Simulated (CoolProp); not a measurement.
Tetradecamethylhexasiloxane (MD4M) along the isotherm 346.85 °C: density (kg/m³) from the reference equation and from simpler models built on Tc = 380.0 °C, pc = 0.8286 MPa, ω = 0.800; each cubic takes its own stable root.

Values from CoolProp's reference Helmholtz-energy equation of state, Thol 2019.

| p (MPa) | phase | reference | van der Waals | Redlich-Kwong | Soave-Redlich-Kwong | Peng-Robinson |
|---|---|---|---|---|---|---|
| 0.00393 | gas | 0.3507 | 0.3505 | 0.3506 | 0.3506 | 0.3507 |
| 0.00807 | gas | 0.7220 | 0.7209 | 0.7213 | 0.7215 | 0.7218 |
| 0.0166 | gas | 1.493 | 1.488 | 1.490 | 1.491 | 1.492 |
| 0.034 | gas | 3.090 | 3.070 | 3.078 | 3.082 | 3.087 |
| 0.0699 | gas | 6.499 | 6.410 | 6.444 | 6.461 | 6.483 |
| 0.144 | gas | [?] | 13.67 | 13.82 | 13.91 | 14.01 |
| 0.295 | gas | 32.84 | 30.38 | [?] | 31.74 | [?] |
| 0.605 | liquid | 491.4 | 83.49 | 92.92 | 410.4 | [?] |
| 1.24 | liquid | 518.5 | 329.2 | 421.8 | 451.8 | [?] |

### Question
Fill in the missing entries.

### Answer

- 0.144, reference: 14.09
- 0.295, Redlich-Kwong: 31.20
- 0.295, Peng-Robinson: 32.26
- 0.605, Peng-Robinson: 462.2
- 1.24, Peng-Robinson: 507.2

At some of these states van der Waals, Redlich-Kwong gives the other phase, because its saturation line lies elsewhere.
